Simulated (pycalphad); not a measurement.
An equivalent pycalphad script:

```python
from pycalphad import Database, equilibrium, calculate, variables as v
import numpy as np
db = Database('COST507.tdb')
comps = ['TI', 'C', 'VA']
phases = ['BCC_A2', 'FCC_A1', 'GRAPHITE', 'HCP_A3', 'LIQUID']
eq = equilibrium(db, comps, phases, {v.X('C'): 0.0305, v.T: np.arange(2850, 499, -75), v.P: 101325, v.N: 1}, output=['HM', 'SM'])
```

CALPHAD calculation (pycalphad, COST 507 light-alloy database (1999)), 1 atm. The database dates from 1999; later assessments differ in places, in temperatures and in the compounds included. Amounts are mole fractions of atoms. Kinetics are ignored, which matters at the lower temperatures.

Results at three of the temperatures:

```
T = 2775.00 K, P = 101325 Pa, N = 1 mol of atoms
G = -214595 J/mol, H = 104179 J/mol, S = 114.87 J/(mol K)  (SER reference)
chemical potentials (J/mol): Ti -210285, C -351594
phase             fraction      x(Ti)       x(C)
LIQUID              1.0000     0.9695     0.0305
```

```
T = 2700.00 K, P = 101325 Pa, N = 1 mol of atoms
G = -206027 J/mol, H = 100753 J/mol, S = 113.62 J/(mol K)  (SER reference)
chemical potentials (J/mol): Ti -201721, C -342901
phase             fraction      x(Ti)       x(C)
LIQUID              1.0000     0.9695     0.0305
```

```
T = 525.00 K, P = 101325 Pa, N = 1 mol of atoms
G = -24381 J/mol, H = -942 J/mol, S = 44.64 J/(mol K)  (SER reference)
chemical potentials (J/mol): Ti -17973, C -228087
phase             fraction      x(Ti)       x(C)
HCP_A3              0.9176     0.9999   0.000148
FCC_A1              0.0824     0.6317     0.3683
```

Changes of the phase set, refined by bisection:

```json
[
 {"T (°C)": "1652.6", "phases above": "LIQUID", "phases below": "BCC_A2 + LIQUID"},
 {"T (°C)": "1652.1", "phases above": "BCC_A2 + LIQUID", "phases below": "BCC_A2 + FCC_A1"},
 {"T (°C)": "916.8", "phases above": "BCC_A2 + FCC_A1", "phases below": "FCC_A1 + HCP_A3"}
]
```

FCC_A1 is fcc; BCC_A2 is bcc; HCP_A3 is hcp. The fcc model also describes the rock-salt carbide or nitride (TiC, TiN, HfC).
